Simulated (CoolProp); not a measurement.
Saturated liquid density (kg/m³) of n-perfluoropentane: the reference equation beside estimates from Tc = 147.9 °C, pc = 2063 kPa, ω = 0.436. Rackett uses Z = 0.29056 − 0.08775 ω.

The numbers come from the reference Helmholtz-energy equation of state, Gao 2022 in CoolProp.

| T (°C) | reference | Rackett | van der Waals | Redlich-Kwong | Soave-Redlich-Kwong | Peng-Robinson |
|---|---|---|---|---|---|---|
| 59.85 | 1481 | 1623 | 884.3 | 1253 | 1357 | 1539 |
| 63.85 | 1465 | 1604 | 874.4 | 1235 | 1339 | 1519 |
| 67.85 | 1449 | 1585 | 864.2 | 1217 | 1320 | 1498 |
| 71.75 | 1433 | 1566 | 854.0 | 1199 | 1301 | 1477 |
| 75.75 | 1415 | 1546 | 843.3 | 1179 | 1281 | 1454 |
| 79.75 | 1398 | 1525 | 832.2 | 1159 | 1260 | 1431 |
| 83.65 | 1380 | 1504 | 821.1 | 1139 | 1239 | 1407 |
| 87.65 | 1361 | 1482 | 809.3 | 1118 | 1217 | 1381 |
| 91.65 | 1341 | 1460 | 797.1 | 1096 | 1193 | 1354 |
| 95.65 | 1321 | 1436 | 784.5 | 1074 | 1169 | 1326 |
| 99.55 | 1300 | 1413 | 771.7 | 1051 | 1143 | 1297 |

Absolute difference from the reference over all 11 rows, mean and median: Rackett 9.1 and 9.1 %, van der Waals 40.5 and 40.5 %, Redlich-Kwong 17.1 and 17.1 %, Soave-Redlich-Kwong 10.0 and 9.9 %, Peng-Robinson 2.2 and 2.4 %.
